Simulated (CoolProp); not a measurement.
Vapour-liquid equilibrium of R22 (1) + R11 (2) at 0.0654 MPa; x and y are mole fractions of (1).

The numbers come from the multi-fluid Helmholtz-energy mixture model, Kamei 1995 and Jacobsen 1992; pair parameters Bell 2016 in CoolProp.

```csv
x,bubble temperature (K),y at the bubble point,dew temperature at overall composition x (K),liquid density (mol/L)
0.05,268.6,…,283.8,11.39
0.15,…,0.804,281.1,12.00
0.25,243.2,0.886,…,12.50
0.35,238.2,0.923,274.9,12.98
0.45,234.7,0.943,271.2,13.46
0.55,…,0.958,267.0,13.95
0.65,229.9,…,262.0,14.47
0.75,228.0,0.978,255.7,15.02
0.85,226.1,0.987,247.2,15.61
0.95,…,0.996,233.5,16.25
```

Question: Complete the blanks.

Answer: 
- 0.05, y at the bubble point: 0.515
- 0.15, bubble temperature (K): 251.5
- 0.25, dew temperature at overall composition x (K): 278.2
- 0.55, bubble temperature (K): 232.1
- 0.65, y at the bubble point: 0.969
- 0.95, bubble temperature (K): 224.3

No azeotrope shows between x = 0.05 and 0.95.

Pair parameters are fitted to limited data, so mixtures are less certain than the pure fluids.
